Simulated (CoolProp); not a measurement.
Vapour-liquid equilibrium of sulfur dioxide (1) + toluene (2) at 33.6 kPa; x and y are mole fractions of (1).

Values from CoolProp's multi-fluid Helmholtz-energy mixture model, Gao 2016 and Lemmon 2006; pair parameters Bell 2016.

```csv
x,bubble temperature (°C),y at the bubble point,dew temperature at overall composition x (°C),liquid density (mol/L)
0.05,43.6,0.734,74.4,9.467
0.2,4.4,0.972,69.8,10.95
0.35,-11.3,0.992,64.4,12.45
0.5,-19.8,0.997,57.9,14.18
0.65,-24.9,0.998,49.6,16.26
0.8,-28.5,0.999,37.7,18.89
0.95,-31.4,1.000,12.9,22.31
```

No azeotrope shows between x = 0.05 and 0.95.

The pair parameters rest on a limited set of measurements; away from them the model extrapolates. The gap from Raoult's law changes sign with composition, which may be real or a fault of the pair parameters; it wasn't checked against measurements.
